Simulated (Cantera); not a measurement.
An isothermal, constant-pressure homogeneous reactor starts with NO : N2 = 1 : 2.8 (molar parts), at 1825 K and 45.8 Torr.

Cantera simulation using GRI-Mech 3.0 (53 species, 325 reactions); the numbers are that mechanism's predictions, not measurements.

### Question
Predict: x(NO) at 300 s; x(O) at 300 s; x(N2O) at 300 s; x(NO2) at 300 s; x(N2) at 300 s; x(O2) at 300 s.

### Answer
```json
{
  "x(NO) at 300 s": "0.00876 (gas-phase equilibrium 0.00374)",
  "x(O) at 300 s": "0.000223 (gas-phase equilibrium 0.000225)",
  "x(N2O) at 300 s": "7.57e-8 (gas-phase equilibrium 5.54e-8)",
  "x(NO2) at 300 s": "4.00e-6 (gas-phase equilibrium 1.72e-6)",
  "x(N2) at 300 s": "0.864 (gas-phase equilibrium 0.866)",
  "x(O2) at 300 s": "0.127 (gas-phase equilibrium 0.130)"
}
```
